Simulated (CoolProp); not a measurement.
Vapour-liquid equilibrium of CH2F2 (R32) (1) + dimethyl ether (2) at -37.25 °C; x and y are mole fractions of (1).

Computed with CoolProp (multi-fluid Helmholtz-energy mixture model, Tillner-Roth 1997 and Wu 2011; pair parameters Bell 2016).

| x | bubble pressure, mixture model (MPa) | bubble pressure, Raoult's law (MPa) | y, mixture model | y, Raoult's law |
|---|---|---|---|---|
| 0.05 | (withheld) | 0.06414 | (withheld) | 0.156 |
| 0.2 | 0.08438 | 0.08570 | (withheld) | 0.468 |
| 0.35 | 0.1073 | 0.1072 | 0.653 | 0.655 |
| 0.5 | 0.1303 | 0.1288 | (withheld) | 0.779 |
| 0.65 | 0.1523 | 0.1504 | (withheld) | 0.867 |
| 0.8 | 0.1732 | 0.1719 | (withheld) | 0.934 |
| 0.95 | 0.1937 | 0.1935 | (withheld) | 0.985 |

Task: What belongs in the gaps?

Result: 
- 0.05, bubble pressure, mixture model (MPa): 0.06325
- 0.05, y, mixture model: 0.142
- 0.2, y, mixture model: 0.457
- 0.5, y, mixture model: 0.778
- 0.65, y, mixture model: 0.864
- 0.8, y, mixture model: 0.928
- 0.95, y, mixture model: 0.983

The largest gap from Raoult's law is -1.5 % in bubble pressure, at x = 0.2. No azeotrope shows between x = 0.05 and 0.95.

Pair parameters are fitted to limited data, so mixtures are less certain than the pure fluids. The gap from Raoult's law changes sign with composition, which may be real or a fault of the pair parameters; it wasn't checked against measurements.
